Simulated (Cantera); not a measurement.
Feed: 1 mol SiH4, 0.82 mol CH4, 1 mol H2, at 0.900 Torr.

Equilibrium computed with Cantera from the NASA thermochemical tables; the gas is ideal and each condensed phase is pure. Candidate condensed phases: C, C6H6, C7H8, C8H18, Si, SiC; 87 gas species. Gases not in the tables: Si2H6 and higher silanes. Kinetics and transport are ignored. All values below are at 2323 K.

Base state: H2 0.604, H 0.244, Si 0.120, SiC2 0.0180, Si2C 0.00867, C2H2 (acetylene) 0.00293, SiH 0.00114, Si2 0.000306 (mole fractions); condensed: C(graphite).

Task: What changes in the equilibrium state with this change: pressure from 0.900 Torr to 750 Torr?

Result: 
```csv
species,before,after
H2,0.604,0.987
H,0.244,0.0108
Si,0.120,0.00114
SiC2,0.0180,3.99e-6
C3,2.12e-5,<1e-9
C,1.01e-5,1.85e-9
C2H,5.66e-5,5.87e-8
SiC,2.09e-5,3.03e-8
CH4,8.97e-8,3.05e-5
"C(graphite), mol",0.498,0
"Si(l), mol",0,0.171
"SiC(s), mol",0,0.818
```
Mutual solubility and eutectic melting of coexisting phases are not modelled.
